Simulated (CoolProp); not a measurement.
Vapour pressure (MPa) of octamethylcyclotetrasiloxane (D4): the reference equation beside estimates from Tc = 586.5 K, pc = 1.347 MPa, ω = 0.598. Clausius-Clapeyron is anchored at 332.6 K with a constant enthalpy of vaporisation of 51.30 kJ/mol.

Computed with CoolProp (reference Helmholtz-energy equation of state, Thol 2015).

| T (K) | reference | Lee-Kesler | Clausius-Clapeyron | van der Waals | Redlich-Kwong | Soave-Redlich-Kwong | Peng-Robinson |
|---|---|---|---|---|---|---|---|
| 332.6 | 0.001245 | 0.001317 | 0.001245 | 0.08385 | 0.01487 | 0.001313 | 0.001455 |
| 343 | 0.002177 | 0.002266 | 0.002186 | 0.1008 | 0.02097 | 0.002261 | 0.002466 |
| 353.3 | 0.003627 | 0.003730 | 0.003693 | 0.1197 | 0.02876 | 0.003723 | 0.004005 |
| 363.6 | 0.005817 | 0.005927 | 0.006056 | 0.1410 | 0.03858 | 0.005917 | 0.006289 |
| 373.9 | 0.009015 | 0.009122 | 0.009665 | 0.1647 | 0.05074 | 0.009109 | 0.009577 |
| 384.2 | 0.01354 | 0.01364 | 0.01504 | 0.1908 | 0.06556 | 0.01362 | 0.01419 |
| 394.5 | 0.01979 | 0.01985 | 0.02288 | 0.2197 | 0.08336 | 0.01984 | 0.02049 |
| 404.8 | 0.02818 | 0.02821 | 0.03406 | 0.2512 | 0.1045 | 0.02821 | 0.02892 |
| 415.1 | 0.03923 | 0.03921 | 0.04972 | 0.2856 | 0.1292 | 0.03925 | 0.03997 |
| 425.4 | 0.05348 | 0.05341 | 0.07126 | 0.3229 | 0.1579 | 0.05353 | 0.05421 |
| 435.7 | 0.07155 | 0.07141 | 0.1004 | 0.3633 | 0.1908 | 0.07170 | 0.07225 |

Absolute difference from the reference over all 11 rows, mean and median: Lee-Kesler 1.6 and 0.7 %, Clausius-Clapeyron 14.7 and 11.1 %, van der Waals 2097.0 and 1309.2 %, Redlich-Kwong 476.7 and 384.2 %, Soave-Redlich-Kwong 1.5 and 0.6 %, Peng-Robinson 6.4 and 4.8 %.
